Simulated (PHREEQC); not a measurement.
Model water analysis in mg/L, 90 °C, pH 2.56, pe 11.8:

```
constituent  mg/L
-----------  ----
Na           1560
K            21.4
Ca           67.1
Mg            210
Cl            896
S(6) as SO4  3240
Mn(2)         112
Zn           82.6
Br            188
```

Valence states are taken as typed.

Equilibrium calculation in PHREEQC: ion-association model, phreeqc.dat.

### Question
The ionic strength comes out as 0.0970 mol/kgw. What activity coefficients do KSO4-, Zn(SO4)2-2, Br-, SO4-2, ZnCl+ get?

### Answer
KSO4- 0.77, Zn(SO4)2-2 0.33, Br- 0.73, SO4-2 0.33, ZnCl+ 0.74.

Precipitation was switched off in this run. At this temperature some constants are extrapolated from 25 °C, and those without enthalpy data are left unchanged.
